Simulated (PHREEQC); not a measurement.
Solution (20 °C): 0.0063 mol/kgw NiSO4 and 0.0004 mol/kgw HCl. Closed to the air; pH follows from the charge balance.

Model: ion-association model, wateq4f.dat, run in PHREEQC.

**Question.** The ionic strength comes out as 0.0196 mol/kgw. What activity coefficients do SO4-2, H+, HSO4-, NiCl+, Cl- get?

**Answer.** SO4-2 0.59, H+ 0.89, HSO4- 0.87, NiCl+ 0.87, Cl- 0.87.

This is a speciation only: nothing precipitates in the calculation.
